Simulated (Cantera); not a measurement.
An adiabatic, constant-pressure homogeneous reactor starts with CH4 : O2 : N2 = 1 : 1.11 : 4.18 (molar parts), at 1673 K and 1.68 atm. Integrator tolerance rtol = 1e-08.

Cantera simulation using GRI-Mech 3.0 (53 species, 325 reactions); the numbers are that mechanism's predictions, not measurements.

**Question.** What does this change do: pressure from 1.68 atm to 0.987 atm?

**Answer.** 
```json
[
 {"quantity": "time of steepest temperature rise", "before": "0.204 ms", "after": "0.311 ms"},
 {"quantity": "temperature at 3.00 s", "before": "2721 K", "after": "2695 K"},
 {"quantity": "equilibrium temperature", "before": "2721 K", "after": "2695 K"},
 {"quantity": "x(CH4) at 3.00 s", "before": "6.24e-12 (gas-phase equilibrium 7.08e-12)", "after": "2.32e-12 (gas-phase equilibrium 2.64e-12)"},
 {"quantity": "x(O2) at 3.00 s", "before": "0.000199 (gas-phase equilibrium 0.000199)", "after": "0.000270 (gas-phase equilibrium 0.000270)"},
 {"quantity": "x(C2H) at 3.00 s", "before": "<1e-12 (gas-phase equilibrium <1e-12)", "after": "<1e-12 (gas-phase equilibrium <1e-12)"},
 {"quantity": "x(H) at 3.00 s", "before": "0.0167 (gas-phase equilibrium 0.0167)", "after": "0.0196 (gas-phase equilibrium 0.0196)"},
 {"quantity": "x(C2H6) at 3.00 s", "before": "<1e-12 (gas-phase equilibrium <1e-12)", "after": "<1e-12 (gas-phase equilibrium <1e-12)"}
]
```
